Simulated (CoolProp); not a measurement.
Computed with CoolProp (reference Helmholtz-energy equation of state, Lemmon 2006). It is a short technical equation, of lower accuracy than the large ones.

Question: For carbonyl sulfide, give the phase and the Z, cp (kJ/(kg K)), speed of sound (m/s), Joule-Thomson coefficient (K/MPa) at 238.25 °C and 1.59 MPa.

Answer: 
- 238.25 °C and 1.59 MPa: gas; Z 0.968, cp 0.849, speed of sound 286, Joule-Thomson coefficient 5.97
